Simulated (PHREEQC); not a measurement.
Make-up at 44 °C: 4.6e-05 mol/kgw CaSO4, 0.0022 mol/kgw NaF and 0.00014 mol/kgw KCl. Closed to the air; pH follows from the charge balance.

Model: ion-association model, wateq4f.dat, run in PHREEQC.

Precipitation was switched off in this run.

Question: Predict the pH.

Answer: pH 7.08.

Question: In which forms is Ca present?

Answer: Ca+2 97 %, CaF+ 2.2 %, CaSO4 0.7 % of the Ca.

The solution is supersaturated, for example in Fluorite, so a real one may precipitate; this is no full list. Species that the database lacks are ignored. Constants without temperature data keep their 25 °C values here.
